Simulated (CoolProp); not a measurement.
The numbers come from the reference Helmholtz-energy equation of state, Younglove 1994 in CoolProp. It is a modified Benedict-Webb-Rubin equation, recast in Helmholtz form.

Problem. Give the vapour pressure (MPa), liquid cp (kJ/(kg K)), vapour viscosity (µPa s) of saturated R123 at 345.2 K.

Solution. 
```
T (K)  p (MPa)  liquid cp (kJ/(kg K))  vapour viscosity (µPa s)
-----  -------  ---------------------  ------------------------
345.2    0.398                   1.09                      12.3
```

Viscosity comes from a separate model (Tanaka 1996).
